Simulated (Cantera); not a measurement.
A perfectly stirred reactor is fed with 0.488 % CO, 0.641 % O2, 3.25 % H2O, 95.6 % N2, equivalence ratio 0.38, at 1000000 Pa; it is held at 1375 K, and followed from long to short residence time.

Model: GRI-Mech 3.0 (53 species, 325 reactions), integrated in Cantera.

### Question
Predict: x(CO) at τ = 11.0 s; x(O2) at τ = 11.0 s; x(H2O) at τ = 11.0 s; x(H2) at τ = 11.0 s; x(H) at τ = 11.0 s; x(CO) at τ = 22.0 ms; x(O2) at τ = 22.0 ms; x(H2O) at τ = 22.0 ms; x(H2) at τ = 22.0 ms; x(H) at τ = 22.0 ms.

### Answer
- x(CO) at τ = 11.0 s = 3.18e-6
- x(O2) at τ = 11.0 s = 0.00398
- x(H2O) at τ = 11.0 s = 0.0326
- x(H2) at τ = 11.0 s = 3.42e-7
- x(H) at τ = 11.0 s = 2.90e-9
- x(CO) at τ = 22.0 ms = 0.000351
- x(O2) at τ = 22.0 ms = 0.00416
- x(H2O) at τ = 22.0 ms = 0.0326
- x(H2) at τ = 22.0 ms = 2.26e-5
- x(H) at τ = 22.0 ms = 7.82e-7
